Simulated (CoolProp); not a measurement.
Vapour pressure (MPa) of nitrogen: the reference equation beside estimates from Tc = 126.2 K, pc = 3.396 MPa, ω = 0.037.

The numbers come from the reference Helmholtz-energy equation of state, Span 2000 in CoolProp.

```csv
T (K),reference,van der Waals,Redlich-Kwong
96.8,0.6190,1.069,0.6146
99.3,0.7412,1.206,0.7417
101.9,0.8857,1.359,0.8921
104.4,1.043,1.518,1.055
107,1.226,1.695,1.245
109.6,1.432,1.884,1.458
112.1,1.652,2.077,1.683
114.7,1.906,2.291,1.942
117.3,2.187,2.518,2.225
119.8,2.485,2.749,2.522
122.4,2.828,3.002,2.857
```

Absolute difference from the reference over all 11 rows, mean and median: van der Waals 34.7 and 31.6 %, Redlich-Kwong 1.3 and 1.5 %.
